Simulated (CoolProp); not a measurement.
Vapour-liquid equilibrium of cyclohexane (1) + n-octane (2) at 0.359 MPa; x and y are mole fractions of (1).

Model: multi-fluid Helmholtz-energy mixture model, Zhou 2014 and Beckmüller 2019; pair parameters Bell 2016, in CoolProp.

Q: Give the bubble temperature and the first vapour's composition at x = 0.55, 0.65, 0.85. Is there an azeotrope?

A: x = 0.55: 146.8 °C, y = 0.761; x = 0.65: 142.4 °C, y = 0.832; x = 0.85: 134.7 °C, y = 0.940. No azeotrope shows between x = 0.05 and 0.95.

Pair parameters are fitted to limited data, so mixtures are less certain than the pure fluids.
